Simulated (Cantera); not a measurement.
Charge: 1 mol SiO2, 0.43 mol H2, 32 mol N2, at 44.0 Pa.

Method: chemical equilibrium by Gibbs-energy minimisation in Cantera with the NASA 1993 tables (ideal gas, pure condensed phases). Candidate condensed phases: H2O, Si, SiO2, Si2N2O, Si3N4; 35 gas species. The tables hold silica as quartz up to 1696 K and as liquid above; real silica turns to tridymite and cristobalite and melts near 1996 K. The numbers say what is thermodynamically allowed, not how fast it happens. All values below are at 1502 °C.

Base state: N2 0.981, H2 0.00774, SiO 0.00488, H2O 0.00482, H 0.00121, OH 4.70e-5, NO 1.17e-5 (mole fractions); condensed: SiO2(condensed).

Question: What changes in the equilibrium state with this change: 0.74 mol Cl2 added?

Answer: 
```csv
species,before,after
N2,0.981,0.954
HCl,0,0.0239
Cl,0,0.0202
SiO,0.00488,0.000831
H2,0.00774,0.000158
O2,1.59e-6,5.50e-5
H2O,0.00482,0.000580
"SiO2(condensed), mol",0.841,0.972
```
Further candidate phases: NH4Cl.
